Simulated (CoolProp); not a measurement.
R507A along the isotherm 209.2 K: Z from the reference equation and from simpler models built on Tc = 343.8 K, pc = 3705 kPa, ω = 0.286; each cubic takes its own stable root.

The numbers come from the reference Helmholtz-energy equation of state, Lemmon 2003 in CoolProp. It is a pseudo-pure fit of the blend.

| p (kPa) | phase | reference |
|---|---|---|
| 505 | liquid | 0.02094 |
| 1010 | liquid | 0.04185 |
| 1520 | liquid | 0.06293 |
| 2020 | liquid | 0.08355 |
| 2530 | liquid | 0.1046 |
| 3030 | liquid | 0.1251 |
| 3540 | liquid | 0.1461 |
| 4040 | liquid | 0.1666 |
| 4550 | liquid | 0.1874 |
| 5050 | liquid | 0.2079 |
| 5560 | liquid | 0.2287 |

**Question.** How far does each simpler model (van der Waals, Redlich-Kwong, Peng-Robinson) lie from the reference over these 11 states: mean and median of the absolute difference, and the worst?

**Answer.** 
- van der Waals: mean 72.3 %, median 72.2 %, worst +74.4 % at 209.2 K and 505 kPa
- Redlich-Kwong: mean 18.0 %, median 18.1 %, worst +18.5 % at 209.2 K and 505 kPa
- Peng-Robinson: mean 1.3 %, median 1.3 %, worst +1.4 % at 209.2 K and 505 kPa
